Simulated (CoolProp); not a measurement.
Vapour-liquid equilibrium of n-pentane (1) + benzene (2) at 6.98 bar; x and y are mole fractions of (1).

Values from CoolProp's multi-fluid Helmholtz-energy mixture model, Thol 2019 and Thol 2012; pair parameters Bell 2016.

```tsv
x	bubble temperature (K)	y at the bubble point	dew temperature at overall composition x (K)	liquid density (mol/L)
0.05	…	0.140	430.2	…
0.125	418.7	0.302	426.9	9.002
0.2	412.6	0.423	423.5	8.869
0.275	407.6	0.517	420.0	8.725
0.35	403.4	0.593	416.4	…
0.425	399.7	0.657	412.5	8.421
0.5	396.5	0.712	408.5	8.268
0.575	393.6	0.762	404.4	8.115
0.65	391.0	0.807	400.1	7.964
0.725	388.5	0.851	395.7	7.816
0.8	386.2	0.892	391.4	7.672
0.875	384.0	0.933	387.1	7.532
0.95	381.9	0.973	383.1	7.397
```

**Question.** What belongs in the gaps?

**Answer.** 
- 0.05, bubble temperature (K): 426.2
- 0.05, liquid density (mol/L): 9.119
- 0.35, liquid density (mol/L): 8.575

No azeotrope shows between x = 0.05 and 0.95.

Pair parameters are fitted to limited data, so mixtures are less certain than the pure fluids.
